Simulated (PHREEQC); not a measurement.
Consider water at 25 °C with 110 mmol/kgw H2SiF6. Closed to the air; pH follows from the charge balance.

The numbers come from PHREEQC with the ion-association model, phreeqc.dat.

| quantity | before | after |
|---|---|---|
| pH | 0.77 | 1.45 |
| HF (mol/kgw) | 0.0110 | 0.00642 |
| F- (mol/kgw) | 7.05e-5 | 0.000154 |
| HF2- (mol/kgw) | 2.93e-6 | 3.80e-6 |

Problem. What was changed between the two runs?
A) diluted 5-fold with water
B) temperature from 25 to 15 °C
C) diluted 10-fold with water
D) temperature from 25 to 50 °C
E) H2SiF6 replaced by NH4BF4 at the same molality

Solution. A, diluted 5-fold with water

This is a speciation only: nothing precipitates in the calculation. Some of these states are supersaturated (in Quartz (slow to form), Chalcedony (slow to form), for instance). SiF6-2 is the database's only silicon fluoride.
